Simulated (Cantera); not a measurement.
A closed system holds: 1 mol Ta, 0.52 mol O₂, 8.7 mol H₂, at 2127 °C and 2.40 Pa.

Method: chemical equilibrium by Gibbs-energy minimisation in Cantera with the NASA 1993 tables (ideal gas, pure condensed phases). Candidate condensed phases: H₂O, Ta, Ta₂O₅; 12 gas species. Condensed phases not in the tables: N, O or C dissolved in the metal. Rates play no part.

Q: What is the equilibrium state?

A: 
```
Item                                      Value
-----------------------------------  ----------
x(H)                                      0.872
x(H₂)                                    0.0722
x(TaO)                                   0.0503
x(TaO₂)                                 0.00512
x(O)                                   0.000194
x(OH)                                   2.39e-5
x(H₂O)                                  1.08e-5
x(Ta)                                   9.09e-6
n(Ta(s))                             0.0514 mol
gas amount                            17.12 mol
log10 activity of Ta₂O₅(l) (absent)       -8.11
```
